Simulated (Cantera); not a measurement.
Feed: 1 mol CH2F2, 0.82 mol H2, at 2.30 mbar.

Equilibrium computed with Cantera from the NASA thermochemical tables; the gas is ideal and each condensed phase is pure. Candidate condensed phases: C, C6H6, C7H8, C8H18; 110 gas species. Ions and electrons are included (thermal ionisation). Kinetics and transport are ignored.

log p: log10 of the partial pressure in bar; n: condensed amount in mol.

| T (°C) | log p HF | log p H | log p F | log p H2 | log p C | log p C3 | log p C2 | n C(graphite) |
|---|---|---|---|---|---|---|---|---|
| 2227 | -2.84 | -3.32 | -5.39 | -3.45 | -6.78 | -6.30 | -7.34 | 0.986 |
| 2477 | -2.89 | -3.09 | -4.55 | -3.85 | -5.42 | -4.77 | -5.79 | 0.888 |
| 2727 | -3.03 | -3.01 | -3.83 | -4.43 | -4.41 | -3.85 | -4.73 | 0 |
| 2977 | -3.32 | -2.94 | -3.39 | -4.90 | -3.90 | -4.10 | -4.52 | 0 |
| 3227 | -3.81 | -2.91 | -3.23 | -5.36 | -3.59 | -4.71 | -4.60 | 0 |
| 3477 | -4.35 | -2.90 | -3.18 | -5.81 | -3.49 | -5.75 | -5.01 | 0 |
| 3727 | ? | -2.90 | -3.17 | ? | -3.47 | ? | ? | 0 |
| 3977 | -5.31 | -2.90 | -3.16 | -6.56 | -3.46 | -7.88 | -5.97 | 0 |
| 4227 | -5.72 | -2.90 | -3.16 | -6.88 | -3.46 | -8.79 | -6.39 | 0 |
| 4477 | ? | -2.90 | -3.16 | ? | -3.46 | ? | ? | 0 |
| 4727 | -6.42 | -2.90 | -3.16 | -7.42 | -3.46 | -10.35 | -7.10 | 0 |

What belongs in the gaps?


- 4477, log p HF: -6.09
- 4477, log p H2: -7.16
- 4477, log p C3: -9.61
- 4477, log p C2: -6.76
- 3727, log p HF: -4.86
- 3727, log p H2: -6.21
- 3727, log p C3: -6.86
- 3727, log p C2: -5.51
